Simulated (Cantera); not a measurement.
Charge: 1 mol TEOS, 8.9 mol NO, 1.9 mol H2, at 0.0950 bar.

Cantera equilibrium calculation (NASA polynomials, part measured and part estimated; ideal gas, pure solids and liquids). Candidate condensed phases: C, C6H6, C7H8, C8H18, H2O, Si, SiC, SiO2, Si2N2O, Si3N4; 151 gas species. The feed counts by its element totals alone. Rates play no part. All values below are at 602 °C.

Base state: H2 0.432, CO 0.250, N2 0.185, CO2 0.0767, H2O 0.0503, CH4 0.00642, NH3 1.73e-5 (mole fractions); condensed: SiO2(β-quartz).

Q: What changes in the equilibrium state with this change: TEOS replaced by SiCl4?

A: 
```json
[
 {"species": "N2", "before": "0.185", "after": "0.390"},
 {"species": "O2", "before": "<1e-9", "after": "0.268"},
 {"species": "HCl", "before": "0", "after": "0.193"},
 {"species": "H2", "before": "0.432", "after": "<1e-9"},
 {"species": "CO", "before": "0.250", "after": "0"},
 {"species": "Cl2", "before": "0", "after": "0.0789"},
 {"species": "CO2", "before": "0.0767", "after": "0"},
 {"species": "H2O", "before": "0.0503", "after": "0.0702"},
 {"species": "CH4", "before": "0.00642", "after": "0"},
 {"species": "Cl", "before": "0", "after": "4.20e-5"},
 {"species": "SiO2(β-quartz), mol", "before": "1.00", "after": "1.00"}
]
```
Further candidate phases: NH4Cl.
